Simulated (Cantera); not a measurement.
Cantera run:

```python
import numpy as np
import cantera as ct

gas_names = """
    Mg MgO Mg2 O O2 O3
""".split()
cond_names = """
    Mg(cr) Mg(L) MgO(s) MgO(L)
""".split()


def load(file, names, dense=False):
    # The tables refer to 1 bar. Condensed volumes are neglected.
    table = {s.name: s for s in ct.Species.list_from_file(file)}
    out = []
    for n in names:
        d = dict(table[n].input_data)
        d["thermo"] = dict(d["thermo"], **{"reference-pressure": 1e5})
        if dense:
            d["equation-of-state"] = {"model": "constant-volume", "density": "1e6 g/cm^3"}
        out.append(ct.Species.from_dict(d))
    return out


gas = ct.Solution(thermo="ideal-gas", species=load("nasa_gas.yaml", gas_names))
cond = {s.name: ct.Solution(thermo="fixed-stoichiometry", species=[s], name=s.name)
        for s in load("nasa_condensed.yaml", cond_names, dense=True)}
atoms = {
    'MgO': {'Mg': 1, 'O': 1},
    'O2': {'O': 2},
}
top_T = {}  # K; cautious upper limits of use, not melting points


def equilibrate(T, P, feed):
    n = {}
    for name, mol in feed.items():
        for a, k in atoms[name].items():
            n[a] = n.get(a, 0.0) + k * mol
    gas.TPX = T, P, n
    mass = sum(n.values()) * gas.mean_molecular_weight
    gas.equilibrate("TP")
    valid = [c for c in cond.values() if c.min_temp <= T <= top_T.get(c.name, c.max_temp)]
    mix = ct.Mixture([(gas, mass / gas.mean_molecular_weight)] + [(c, 0.0) for c in valid])
    mix.T, mix.P = T, P
    mix.equilibrate("TP", solver="vcs", rtol=1e-11, max_steps=5000)
    return mix


results = []
feed = {'MgO': 1, 'O2': 4.6}  # mol
T = 998.15  # K
P = 1600  # Pa
mix = equilibrate(T, P, feed)
results.append((T, P, feed, dict(zip(mix.species_names, mix.species_moles))))
x = sorted(zip(gas.X, gas.species_names), reverse=True)
print(f"T = {T:g} K  P = {P:g} Pa  gas = {mix.phase_moles(0):.4g} mol")
print("   x: " + "  ".join(f"{s} {v:.3e}" for v, s in x if v > 1e-05))
print("   condensed (mol): " + ("  ".join(f"{mix.phase(i).name} {mix.phase_moles(i):.4g}"
      for i in range(1, mix.n_phases) if mix.phase_moles(i) > 1e-12) or "none"))
```

Output:

```
T = 998.15 K  P = 1600 Pa  gas = 4.6 mol
   x: O2 1.000e+00
   condensed (mol): MgO(s) 1
```

Method: chemical equilibrium by Gibbs-energy minimisation in Cantera with the NASA 1993 tables (ideal gas, pure condensed phases).
